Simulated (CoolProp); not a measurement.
R245fa along the isobar 9.89 bar: fugacity coefficient from the reference equation and from simpler models built on Tc = 153.9 °C, pc = 36.51 bar, ω = 0.378; each cubic takes its own stable root.

The numbers come from the reference Helmholtz-energy equation of state, Akasaka 2015 in CoolProp.

```tsv
T (°C)	phase	reference
14.05	liquid	0.09807
31.05	liquid	0.1814
48.05	liquid	0.3077
64.95	liquid	0.4837
81.95	liquid	0.7162
98.95	gas	0.8500
115.95	gas	0.8736
132.85	gas	0.8924
149.85	gas	0.9078
166.85	gas	0.9205
```

### Question
How far does each simpler model (Redlich-Kwong, Soave-Redlich-Kwong, Peng-Robinson) lie from the reference over these 10 states: mean and median of the absolute difference, and the worst?

### Answer
- Redlich-Kwong: mean 35.9 %, median 10.0 %, worst +126.2 % at 14.05 °C and 9.89 bar
- Soave-Redlich-Kwong: mean 0.9 %, median 0.8 %, worst +1.9 % at 64.95 °C and 9.89 bar
- Peng-Robinson: mean 0.7 %, median 0.8 %, worst -1.2 % at 149.85 °C and 9.89 bar

At some of these states Redlich-Kwong gives the other phase, because its saturation line lies elsewhere.
